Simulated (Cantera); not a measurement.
Charge: 1 mol PbO, 32 mol N₂, equilibrated at 325 °C and 2.80 bar.

These are equilibrium values from Cantera (NASA tables, ideal gas, pure condensed phases), not measurements of a reactor. Candidate condensed phases: Pb, PbO, PbO₂, Pb₃O₄; 12 gas species. Rates play no part.

Base state: N₂ 1.00 (mole fractions); condensed: PbO(red).

What changes in the equilibrium state with this change: PbO replaced by Hg?


```tsv
species	before	after
N₂	1.00	0.970
Hg	0	0.0303
PbO(red), mol	1.00	0
```
Further candidate phases: Hg.
